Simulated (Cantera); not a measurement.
Mixture: CH₄ : H₂ : O₂ : N₂ = 1 : 0.53 : 4.82 : 25.1 (molar parts), equivalence ratio 0.47, at 18000 Torr, adiabatic and at constant volume. Ignition delay is the time to a rise of 400 K.

Detailed kinetics in Cantera: GRI-Mech 3.0 (53 species, 325 reactions). The pressure lies above the range GRI-Mech 3.0 was tuned for (to about 10 atm).

Task: What does this change do: N2 25.1 to 13 parts?

Result: 
```csv
quantity,before,after
delay at 1275 K,0.143 ms,87.6 µs
delay at 1425 K,35.7 µs,20.7 µs
delay at 1575 K,13.0 µs,7.57 µs
delay at 1725 K,5.60 µs,3.34 µs
delay at 1875 K,2.69 µs,1.65 µs
apparent activation energy between 1725 and 1875 K,130 kJ/mol,130 kJ/mol
```
